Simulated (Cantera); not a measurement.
## Premixed flame

A freely propagating, adiabatic, planar premixed flame of 14.5 % CO, 2.17 % H2, 6.36 % CH4, 16.2 % O2, 60.8 % N2, unburnt at 525 K and 10.0 bar; mixture-averaged transport, grid criteria slope 0.08 and curve 0.16, no radiation.

Model: GRI-Mech 3.0 (53 species, 325 reactions), integrated in Cantera. Burning velocities carry a grid error of a few per cent, more on coarse grids.

```json
[
 {"z (mm)": "-0.138", "T (K)": "526", "u (m/s)": "0.723", "x CO": "0.145", "x H2": "0.0217", "x CH4": "0.0636", "x C2H6": "1.78e-8", "x H": "<1e-8", "x N2O": "<1e-8"},
 {"z (mm)": "-0.0919", "T (K)": "528", "u (m/s)": "0.727", "x CO": "0.144", "x H2": "0.0216", "x CH4": "0.0634", "x C2H6": "1.99e-7", "x H": "<1e-8", "x N2O": "<1e-8"},
 {"z (mm)": "-0.0689", "T (K)": "540", "u (m/s)": "0.743", "x CO": "0.144", "x H2": "0.0216", "x CH4": "0.0630", "x C2H6": "1.35e-6", "x H": "<1e-8", "x N2O": "<1e-8"},
 {"z (mm)": "-0.0459", "T (K)": "612", "u (m/s)": "0.844", "x CO": "0.144", "x H2": "0.0215", "x CH4": "0.0601", "x C2H6": "1.70e-5", "x H": "<1e-8", "x N2O": "<1e-8"},
 {"z (mm)": "-0.0230", "T (K)": "1030", "u (m/s)": "1.43", "x CO": "0.142", "x H2": "0.0214", "x CH4": "0.0432", "x C2H6": "0.000234", "x H": "2.10e-5", "x N2O": "4.88e-8"},
 {"z (mm)": "-0.0115", "T (K)": "1462", "u (m/s)": "2.02", "x CO": "0.140", "x H2": "0.0214", "x CH4": "0.0245", "x C2H6": "0.000389", "x H": "0.000313", "x N2O": "1.29e-7"},
 {"z (mm)": "0", "T (K)": "1878", "u (m/s)": "2.58", "x CO": "0.133", "x H2": "0.0201", "x CH4": "0.00647", "x C2H6": "7.04e-5", "x H": "0.00197", "x N2O": "2.48e-7"},
 {"z (mm)": "0.0115", "T (K)": "2087", "u (m/s)": "2.84", "x CO": "0.117", "x H2": "0.0171", "x CH4": "0.000578", "x C2H6": "6.48e-7", "x H": "0.00439", "x N2O": "3.22e-7"},
 {"z (mm)": "0.0230", "T (K)": "2172", "u (m/s)": "2.94", "x CO": "0.103", "x H2": "0.0160", "x CH4": "2.92e-5", "x C2H6": "<1e-8", "x H": "0.00518", "x N2O": "3.25e-7"},
 {"z (mm)": "0.0459", "T (K)": "2255", "u (m/s)": "3.02", "x CO": "0.0915", "x H2": "0.0162", "x CH4": "1.10e-7", "x C2H6": "<1e-8", "x H": "0.00443", "x N2O": "2.68e-7"},
 {"z (mm)": "0.0919", "T (K)": "2322", "u (m/s)": "3.10", "x CO": "0.0872", "x H2": "0.0160", "x CH4": "<1e-8", "x C2H6": "<1e-8", "x H": "0.00287", "x N2O": "1.95e-7"},
 {"z (mm)": "0.184", "T (K)": "2365", "u (m/s)": "3.15", "x CO": "0.0856", "x H2": "0.0156", "x CH4": "<1e-8", "x C2H6": "<1e-8", "x H": "0.00164", "x N2O": "1.27e-7"},
 {"z (mm)": "0.368", "T (K)": "2386", "u (m/s)": "3.17", "x CO": "0.0849", "x H2": "0.0154", "x CH4": "<1e-8", "x C2H6": "<1e-8", "x H": "0.000944", "x N2O": "7.80e-8"}
]
```
x: mole fraction of selected species; z is measured from the peak of heat release.

- laminar burning velocity: 72.2 cm/s
- thermal thickness: 0.0459 mm
- peak x(C2H6): 0.000397
- peak x(H): 0.00519
- grid points: 142
